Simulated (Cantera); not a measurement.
Feed: 1 mol Si, 0.0063 mol H2O, 70 mol N2, held at 1975 °C.

Method: chemical equilibrium by Gibbs-energy minimisation in Cantera with the NASA 1993 tables (ideal gas, pure condensed phases). Candidate condensed phases: H2O, Si, SiO2, Si2N2O, Si3N4; 35 gas species. Rates play no part.

### Question
Which condensed phases are stable at each of these points (P (Pa)): 0.100, 0.750, 5.60, 42, 320, 2400, 18000, 130000, 1000000?

### Answer
```
P (Pa)   condensed phases  Si condensed (%)
-------  ----------------  ----------------
0.100            gas only               0.0
0.750            gas only               0.0
5.60             gas only               0.0
42               gas only               0.0
320              gas only               0.0
2400             gas only               0.0
18000               Si(l)              71.0
130000              Si(l)              94.4
1000000          Si3N4(s)              99.0
```

From 0.100 Pa to 24.0 mbar nothing is condensed. From 0.180 bar to 1.30 bar the condensed part is Si(l). At 10.0 bar the condensed part is Si3N4(s).
